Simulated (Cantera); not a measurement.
**Adiabatic ignition**

An adiabatic, constant-volume homogeneous reactor starts with CH4 : CO : O2 : N2 = 1 : 0.7 : 1.85 : 6.96 (molar parts), equivalence ratio 1.3, at 1650 K and 750 Torr.

Model: GRI-Mech 3.0 (53 species, 325 reactions), integrated in Cantera.

```
t (s)     T (K)  P (bar)   x CH4    x CO    x O2      x NO     x CH3    x NO2     x N2O
--------  -----  -------  ------  ------  ------  --------  --------  -------  --------
5.00e-6    1650    1.000  0.0951  0.0666   0.176    <1e-12   8.86e-6   <1e-12  8.26e-12
2.06e-5    1650    1.000  0.0951  0.0666   0.176    <1e-12   4.48e-5   <1e-12  8.03e-11
8.48e-5    1650     1.00  0.0947  0.0666   0.176  2.63e-12  0.000273   <1e-12  6.57e-10
0.000349   2858     1.86  <1e-12   0.101  0.0168  0.000565    <1e-12  1.00e-7   3.47e-7
0.00144    2967     1.91  <1e-12   0.100  0.0121   0.00972    <1e-12  1.91e-6   6.75e-7
0.00592    2967     1.91  <1e-12   0.100  0.0121   0.00978    <1e-12  1.92e-6   6.76e-7
0.0244     2967     1.91  <1e-12   0.100  0.0121   0.00978    <1e-12  1.92e-6   6.76e-7
0.100      2967     1.91  <1e-12   0.100  0.0121   0.00978    <1e-12  1.92e-6   6.76e-7
0.413      2967     1.91  <1e-12   0.100  0.0121   0.00978    <1e-12  1.92e-6   6.76e-7
1.70       2967     1.91  <1e-12   0.100  0.0121   0.00978    <1e-12  1.92e-6   6.76e-7
7.00       2967     1.91  <1e-12   0.100  0.0121   0.00978    <1e-12  1.92e-6   6.76e-7
```
x: mole fraction; the columns are a selection and need not sum to one.

- time of steepest temperature rise = 0.323 ms
- temperature at 7.00 s = 2967 K
- equilibrium temperature = 2967 K
- x(CH4) at 7.00 s = <1e-12 (gas-phase equilibrium <1e-12)
- x(CO) at 7.00 s = 0.100 (gas-phase equilibrium 0.100)
- x(O2) at 7.00 s = 0.0121 (gas-phase equilibrium 0.0121)
